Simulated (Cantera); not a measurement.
Cantera run:

```python
import numpy as np
import cantera as ct

gas_names = """
    C CN CO CO2 C2 CCN CNC C2N2 C2O C3 C3O2 C4 C4N2 C5 N NCO NO NO2 NO3 N2 N2O O O2 O3 Si SiC SiC2 SiN
    SiO SiO2 Si2 Si2C Si2N Si3
""".split()
cond_names = """
    C(gr) Si(cr) Si(L) SiC(b) SiO2(Lqz) SiO2(hqz) SiO2(L) Si2N2O(s) Si3N4(a)
""".split()


# ... load() reads the species with a 1 bar reference pressure and builds the phases ...
atoms = {
    'SiC': {'Si': 1, 'C': 1},
    'CO2': {'C': 1, 'O': 2},
    'N2': {'N': 2},
    'N2O': {'N': 2, 'O': 1},
}
top_T = {'C(gr)': 4500, 'SiC(b)': 3050, 'Si2N2O(s)': 2100, 'Si3N4(a)': 2400}  # K; cautious upper limits of use, not melting points


# ... equilibrate(T, P, feed) seeds the gas with the atoms and calls Mixture.equilibrate('TP', solver="vcs", rtol=1e-11, max_steps=5000) ...
results = []
T = 1375  # K
P = 0.14  # Pa
for m in [0.071, 0.11, 0.16, 0.24, 0.36, 0.53, 0.8, 1.2, 1.8, 2.7, 4]:
    feed = {'SiC': 1, 'CO2': m, 'N2': 120, 'N2O': 0.15}  # mol
    mix = equilibrate(T, P, feed)
    results.append((T, P, feed, dict(zip(mix.species_names, mix.species_moles))))

top = {s: max(r[3][s] / sum(r[3][g] for g in gas_names) for r in results) for s in gas_names}
cols = sorted((s for s in top if top[s] > 0.0001), key=lambda s: -top[s])[:8]
seen = [c for c in cond_names if any(r[3].get(c, 0) > 1e-12 for r in results)]
print("log10 of partial pressures in bar; condensed amounts in mol")
print(f"{'n(CO2)':>10s}" + "".join(f"{s[:9]:>10s}" for s in cols + seen))
for T, P, feed, n in results:
    ng = sum(n[g] for g in gas_names)
    print(f"{feed['CO2']:10.4g}" + "".join(f"{np.log10(max(n[s] / ng * P / 1e5, 1e-99)):10.3f}" for s in cols)
          + "".join(f"{n.get(c, 0):10.4g}" for c in seen))
```

Output:

```
log10 of partial pressures in bar; condensed amounts in mol
    n(CO2)        N2        CO       CO2       SiO    SiC(b) SiO2(hqz)
     0.071    -5.855    -8.672   -18.631    -8.898    0.8877         0
      0.11    -5.855    -8.552   -18.415    -8.827    0.8683         0
      0.16    -5.856    -8.435   -18.201    -8.749    0.8434         0
      0.24    -5.856    -8.296   -17.943    -8.649    0.8035         0
      0.36    -5.857    -8.147   -17.661    -8.533    0.7435         0
      0.53    -5.858    -7.998   -17.375    -8.408    0.6586         0
       0.8    -5.860    -7.834   -17.058    -8.264    0.5236         0
       1.2    -5.863    -7.669   -16.736    -8.114    0.3236         0
       1.8    -5.867    -7.503   -16.409    -7.959   0.02361         0
       2.7    -5.868    -7.383    -9.487    -8.695         0    0.8211
         4    -5.872    -7.366    -7.889   -10.276         0    0.9953
```

Equilibrium computed with Cantera from the NASA thermochemical tables; the gas is ideal and each condensed phase is pure. The tables hold silica as quartz up to 1696 K and as liquid above; real silica turns to tridymite and cristobalite and melts near 1996 K.
